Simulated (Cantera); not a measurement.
Input: 1 mol borazine, 0.11 mol O₂, held at 1150 °C and 0.100 bar.

Method: chemical equilibrium by Gibbs-energy minimisation in Cantera with the NASA 1993 tables (ideal gas, pure condensed phases). Candidate condensed phases: B, BN, B₂O₃, B₃O₃H₃, H₂O; 39 gas species. The feed counts by its element totals alone. Mutual solubility and eutectic melting of coexisting phases are not modelled. Gases not in the tables: H₃BO₃. The numbers say what is thermodynamically allowed, not how fast it happens.

Base state: H₂ 0.974, N₂ 0.0234, HBO₂ 0.00120, H₂O 0.00104, HBO 0.000371, B₂O₃ 4.10e-5, H 2.07e-5 (mole fractions); condensed: BN(s) + B₂O₃(l).

Question: What changes in the equilibrium state with this change: pressure from 0.100 bar to 0.420 bar?

Answer: 
| species | before | after |
|---|---|---|
| H₂ | 0.974 | 0.974 |
| N₂ | 0.0234 | 0.0232 |
| H₂O | 0.00104 | 0.00168 |
| HBO₂ | 0.00120 | 0.000745 |
| B₂O₃ | 4.10e-5 | 9.77e-6 |
| HBO | 0.000371 | 0.000143 |
| BN(s), mol | 2.86 | 2.86 |
| B₂O₃(l), mol | 0.0693 | 0.0699 |
